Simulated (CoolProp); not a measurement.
Aqueous sodium chloride as a coolant, 14 % by mass, freezing at -9.9 °C, 1 atm.

The numbers come from the Melinder's fits for secondary coolants in CoolProp.

```tsv
T (°C)	cp (kJ/(kg K))	Prandtl number	density (kg/m³)	viscosity (mPa s)
-6.2	3.535	18.2	1110	2.79
-0.5	3.548	14.8	1108	2.31
5.2	3.560	12.3	1106	1.94
10.9	3.571	10.3	1104	1.65
16.6	3.580	8.75	1102	1.42
22.3	3.587	7.54	1100	1.24
28	3.594	6.58	1097	1.09
33.7	3.599	5.82	1095	0.980
```
